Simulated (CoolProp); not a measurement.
Vapour-liquid equilibrium of cyclohexane (1) + n-octane (2) at 496.5 K; x and y are mole fractions of (1).

Computed with CoolProp (multi-fluid Helmholtz-energy mixture model, Zhou 2014 and Beckmüller 2019; pair parameters Bell 2016).

```csv
x,"bubble pressure, mixture model (MPa)","bubble pressure, Raoult's law (MPa)","y, mixture model","y, Raoult's law"
0.05,(withheld),0.8906,0.084,0.108
0.125,0.9503,0.9715,0.200,0.246
0.2,(withheld),1.052,(withheld),0.364
0.275,1.095,1.133,0.399,0.465
0.35,1.171,1.214,0.485,0.552
0.425,(withheld),1.295,0.564,0.629
0.5,1.329,1.376,0.636,0.696
0.575,1.411,1.457,(withheld),0.756
0.65,1.495,1.538,0.763,0.810
0.725,1.581,1.619,(withheld),0.858
0.8,(withheld),1.700,0.873,0.902
0.875,1.760,1.781,0.923,0.941
0.95,1.852,1.861,(withheld),0.978
```

What belongs in the gaps?


- 0.05, bubble pressure, mixture model (MPa): 0.8813
- 0.2, bubble pressure, mixture model (MPa): 1.022
- 0.2, y, mixture model: 0.305
- 0.425, bubble pressure, mixture model (MPa): 1.249
- 0.575, y, mixture model: 0.702
- 0.725, y, mixture model: 0.820
- 0.8, bubble pressure, mixture model (MPa): 1.669
- 0.95, y, mixture model: 0.970

The largest gap from Raoult's law is -3.6 % in bubble pressure, at x = 0.425. No azeotrope shows between x = 0.05 and 0.95.

The pair parameters rest on a limited set of measurements; away from them the model extrapolates.
